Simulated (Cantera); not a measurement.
Mixture: H2 : O2 : N2 = 1 : 0.505 : 1.9 (molar parts), equivalence ratio 0.99, at 18.0 bar, adiabatic and at constant volume. Ignition delay is the time to a rise of 400 K.

Computed with Cantera and the H2/O2 subset of GRI-Mech 3.0, which has no nitrogen chemistry. The hydrogen kinetics of GRI-Mech 3.0 are dated; newer H2 mechanisms differ, most at raised pressure. The pressure lies above the range GRI-Mech 3.0 was tuned for (to about 10 atm).

Problem. At T0 = 1575 K, what is the delay, and which 6 reactions control it most (d ln τ / d ln k, from doubling and halving each rate constant)?

Solution. The delay is 0.642 µs.
```csv
reaction,d ln τ / d ln k,faster rate
H + O2 <=> O + OH,-0.85,shortens it
H2 + O <=> H + OH,-0.16,shortens it
H + O2 + N2 <=> HO2 + N2,0.12,lengthens it
H2 + OH <=> H + H2O,-0.11,shortens it
H + O2 + M <=> HO2 + M,0.11,lengthens it
H + HO2 <=> H2 + O2,-0.07,shortens it
```
